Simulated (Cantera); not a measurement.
A closed system holds: 1 mol Pb, 0.14 mol CO, 0.8 mol H2, at 1423.15 K and 0.100 bar.

Cantera equilibrium calculation (NASA polynomials, part measured and part estimated; ideal gas, pure solids and liquids). Candidate condensed phases: C, C6H6, C7H8, C8H18, H2O, Pb, PbO, PbO2, Pb3O4; 113 gas species. Equilibrium is a limit: real reactors are often held back by kinetics, nucleation or transport.

Base state: H2 0.755, CO 0.132, Pb 0.112, CH4 8.44e-5, H2O 7.92e-5, Pb2 2.80e-5, H 1.83e-5 (mole fractions); condensed: Pb(l).

Q: What changes in the equilibrium state with this change: pressure from 0.100 bar to 1.30 bar?

A: 
```
species      before    after
----------  -------  -------
H2            0.755    0.842
CO            0.132    0.147
Pb            0.112  0.00863
CH4         8.44e-5  0.00137
H2O         7.92e-5  0.00127
CO2         6.11e-6  9.76e-5
Pb(l), mol    0.881    0.992
```
